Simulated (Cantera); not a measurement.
Feed: 1 mol AlN, 36 mol H2, 72 mol N2, equilibrated at 11.3 Torr.

These are equilibrium values from Cantera (NASA tables, ideal gas, pure condensed phases), not measurements of a reactor. Candidate condensed phases: Al, AlN; 13 gas species. Kinetics and transport are ignored. All values below are at 1000 K.

Base state: N2 0.667, H2 0.333 (mole fractions); condensed: AlN(s).

Q: What changes in the equilibrium state with this change: AlN replaced by BN?

A: 
| species | before | after |
|---|---|---|
| N2 | 0.667 | 0.667 |
| H2 | 0.333 | 0.333 |
| AlN(s), mol | 1.00 | 0 |
| BN(s), mol | 0 | 1.00 |
Further candidate phases: B, BN.
